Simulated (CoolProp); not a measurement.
Saturation properties of water.

Model: reference Helmholtz-energy equation of state, Wagner 2002, in CoolProp.

| T (°C) | p (kPa) | enthalpy of vaporisation (kJ/kg) | surface tension (mN/m) |
|---|---|---|---|
| 201.65 | 1609 | 1933 | 37.1 |
| 214.45 | 2083 | 1881 | 34.2 |
| 227.15 | 2654 | 1826 | 31.2 |
| 239.85 | 3338 | 1766 | 28.2 |
| 252.55 | 4150 | 1702 | 25.2 |
| 265.35 | 5114 | 1632 | 22.2 |
| 278.05 | 6230 | 1555 | 19.3 |
| 290.75 | 7523 | 1471 | 16.3 |
| 303.45 | 9013 | 1378 | 13.4 |
| 316.25 | 10730 | 1272 | 10.6 |
| 328.95 | 12690 | 1151 | 7.86 |
| 341.65 | 14910 | 1007 | 5.26 |

It boils at 100.0 °C under 1 atm.

Surface tension comes from a separate correlation (Mulero 2012).
